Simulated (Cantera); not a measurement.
## Hydrocarbon pyrolysis for carbon deposition

An isothermal, constant-pressure homogeneous reactor starts with C2H4 : H2 : N2 = 1 : 5 : 0.53 (molar parts), at 1600 K and 1.30 bar.

Cantera simulation using GRI-Mech 3.0 (53 species, 325 reactions); the numbers are that mechanism's predictions, not measurements. GRI-Mech 3.0 was tuned for natural gas; its chemistry of ethylene as a main component is partial and can be far from experiment. GRI-Mech 3.0 stops at C3 and has no aromatics, soot or wall deposition, so with more carbon than oxygen in the feed, carbon stays in small species such as C2H2 where larger ones or solid carbon would form.

```json
[
 {"t (s)": "8.00e-6", "x C2H4": "0.153", "x H2": "0.766", "x CH4": "1.96e-9", "x C2H": "<1e-12", "x CH3": "5.91e-10", "x CH2": "2.12e-11"},
 {"t (s)": "2.73e-5", "x C2H4": "0.153", "x H2": "0.766", "x CH4": "8.75e-8", "x C2H": "1.90e-12", "x CH3": "7.50e-9", "x CH2": "7.99e-11"},
 {"t (s)": "9.32e-5", "x C2H4": "0.152", "x H2": "0.766", "x CH4": "3.77e-6", "x C2H": "3.45e-11", "x CH3": "9.93e-8", "x CH2": "3.60e-10"},
 {"t (s)": "0.000318", "x C2H4": "0.140", "x H2": "0.768", "x CH4": "0.000280", "x C2H": "2.53e-9", "x CH3": "2.81e-6", "x CH2": "3.20e-9"},
 {"t (s)": "0.00109", "x C2H4": "0.0768", "x H2": "0.778", "x CH4": "0.00372", "x C2H": "2.27e-8", "x CH3": "1.07e-5", "x CH2": "3.55e-9"},
 {"t (s)": "0.00371", "x C2H4": "0.0201", "x H2": "0.787", "x CH4": "0.00806", "x C2H": "3.48e-8", "x CH3": "1.57e-5", "x CH2": "1.91e-9"},
 {"t (s)": "0.0126", "x C2H4": "0.0128", "x H2": "0.785", "x CH4": "0.0127", "x C2H": "3.21e-8", "x CH3": "2.14e-5", "x CH2": "1.93e-9"},
 {"t (s)": "0.0432", "x C2H4": "0.0123", "x H2": "0.777", "x CH4": "0.0249", "x C2H": "2.71e-8", "x CH3": "3.64e-5", "x CH2": "2.65e-9"},
 {"t (s)": "0.147", "x C2H4": "0.0112", "x H2": "0.759", "x CH4": "0.0511", "x C2H": "2.14e-8", "x CH3": "6.35e-5", "x CH2": "3.72e-9"},
 {"t (s)": "0.503", "x C2H4": "0.0102", "x H2": "0.741", "x CH4": "0.0760", "x C2H": "1.81e-8", "x CH3": "8.67e-5", "x CH2": "4.56e-9"},
 {"t (s)": "1.72", "x C2H4": "0.0101", "x H2": "0.739", "x CH4": "0.0786", "x C2H": "1.78e-8", "x CH3": "8.91e-5", "x CH2": "4.64e-9"},
 {"t (s)": "5.86", "x C2H4": "0.0101", "x H2": "0.739", "x CH4": "0.0786", "x C2H": "1.78e-8", "x CH3": "8.91e-5", "x CH2": "4.64e-9"},
 {"t (s)": "20.0", "x C2H4": "0.0101", "x H2": "0.739", "x CH4": "0.0786", "x C2H": "1.78e-8", "x CH3": "8.91e-5", "x CH2": "4.64e-9"}
]
```
x: mole fraction; the columns are a selection and need not sum to one.

Equilibrium at this temperature and pressure: C2H4 0.00857, H2 0.744, CH4 0.0729, C2H 1.50e-8, CH3 8.24e-5, CH2 4.28e-9 (gas phase only).
